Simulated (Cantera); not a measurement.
## Adiabatic ignition

An adiabatic, constant-pressure homogeneous reactor starts with CH4 : C2H6 : O2 : N2 : H2O = 1 : 0.055 : 2.85 : 10.7 : 3.7 (molar parts), equivalence ratio 0.77, at 1773 K and 1650 Torr.

Computed with Cantera and GRI-Mech 3.0 (53 species, 325 reactions).

| t (s) | T (K) | x CH4 | x C2H6 | x O2 | x CO2 | x C2H |
|---|---|---|---|---|---|---|
| 6.00e-6 | 1768 | 0.0538 | 0.00220 | 0.155 | 1.05e-5 | 2.33e-11 |
| 1.63e-5 | 1781 | 0.0484 | 0.00162 | 0.151 | 0.000152 | 3.14e-9 |
| 4.45e-5 | 2393 | <1e-12 | <1e-12 | 0.0476 | 0.0369 | <1e-12 |
| 0.000121 | 2624 | <1e-12 | <1e-12 | 0.0404 | 0.0474 | <1e-12 |
| 0.000330 | 2631 | <1e-12 | <1e-12 | 0.0399 | 0.0478 | <1e-12 |
| 0.000899 | 2629 | <1e-12 | <1e-12 | 0.0392 | 0.0478 | <1e-12 |
| 0.00245 | 2625 | <1e-12 | <1e-12 | 0.0378 | 0.0478 | <1e-12 |
| 0.00667 | 2620 | <1e-12 | <1e-12 | 0.0362 | 0.0478 | <1e-12 |
| 0.0182 | 2619 | <1e-12 | <1e-12 | 0.0358 | 0.0478 | <1e-12 |
| 0.0495 | 2619 | <1e-12 | <1e-12 | 0.0358 | 0.0478 | <1e-12 |
| 0.135 | 2619 | <1e-12 | <1e-12 | 0.0358 | 0.0478 | <1e-12 |
| 0.367 | 2619 | <1e-12 | <1e-12 | 0.0358 | 0.0478 | <1e-12 |
| 1.00 | 2619 | <1e-12 | <1e-12 | 0.0358 | 0.0478 | <1e-12 |
x: mole fraction; the columns are a selection and need not sum to one.

```yaml
time_of_steepest_temperature_rise: 34.4 µs
temperature at 1.00 s: 2619 K
equilibrium_temperature: 2619 K
x(CH4) at 1.00 s: <1e-12 (gas-phase equilibrium <1e-12)
x(C2H6) at 1.00 s: <1e-12 (gas-phase equilibrium <1e-12)
x(O2) at 1.00 s: 0.0358 (gas-phase equilibrium 0.0358)
```
